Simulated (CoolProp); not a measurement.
The fluid at 152.29 K and 0.129 MPa is throttled through a valve to 0.0739 MPa with no heat exchange. The same conditions are run with several fluids, on thermodynamics alone (safety and materials aside).

The numbers come from the reference Helmholtz-energy equation of state of each fluid (CH2F2 (R32): Tillner-Roth 1997; C3F8 (R218): Lemmon 2006; fluoroethane (R161): Wu 2012; R142b: Lemmon 2006; n-perfluoropentane: Gao 2022) in CoolProp.

| fluid | final density (kg/m³) |
|---|---|
| CH2F2 (R32) | ? |
| C3F8 (R218) | ? |
| fluoroethane (R161) | ? |
| R142b | ? |
| n-perfluoropentane | ? |

Q: What belongs in the gaps?

A: 
- CH2F2 (R32), final density (kg/m³): 1390
- C3F8 (R218), final density (kg/m³): 1910
- fluoroethane (R161), final density (kg/m³): 928
- R142b, final density (kg/m³): 1430
- n-perfluoropentane, final density (kg/m³): 2040
